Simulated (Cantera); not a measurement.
Feed: 1 mol SiCl4, 16 mol N2O, 15 mol N2, 0.32 mol O2, equilibrated at 1.33 mbar.

These are equilibrium values from Cantera (NASA tables, ideal gas, pure condensed phases), not measurements of a reactor. Candidate condensed phases: Si, SiO2, Si2N2O, Si3N4; 23 gas species. The tables hold silica as quartz up to 1696 K and as liquid above; real silica turns to tridymite and cristobalite and melts near 1996 K. Kinetics and transport are ignored.

Problem. Which condensed phases are stable at each of these points (T (K)): 823, 923, 1023, 1123, 1223, 1323, 1423, 1523, 1623, 1723?

Solution. 
```json
[
 {"T (K)": "823", "condensed phases": "SiO2(α-quartz)", "Si condensed (%)": "100.0"},
 {"T (K)": "923", "condensed phases": "SiO2(β-quartz)", "Si condensed (%)": "100.0"},
 {"T (K)": "1023", "condensed phases": "SiO2(β-quartz)", "Si condensed (%)": "100.0"},
 {"T (K)": "1123", "condensed phases": "SiO2(β-quartz)", "Si condensed (%)": "100.0"},
 {"T (K)": "1223", "condensed phases": "SiO2(β-quartz)", "Si condensed (%)": "100.0"},
 {"T (K)": "1323", "condensed phases": "SiO2(β-quartz)", "Si condensed (%)": "100.0"},
 {"T (K)": "1423", "condensed phases": "SiO2(β-quartz)", "Si condensed (%)": "100.0"},
 {"T (K)": "1523", "condensed phases": "SiO2(β-quartz)", "Si condensed (%)": "100.0"},
 {"T (K)": "1623", "condensed phases": "SiO2(β-quartz)", "Si condensed (%)": "100.0"},
 {"T (K)": "1723", "condensed phases": "SiO2(condensed)", "Si condensed (%)": "100.0"}
]
```

At 823 K the condensed part is SiO2(α-quartz). From 923 K to 1623 K the condensed part is SiO2(β-quartz). At 1723 K the condensed part is SiO2(condensed).
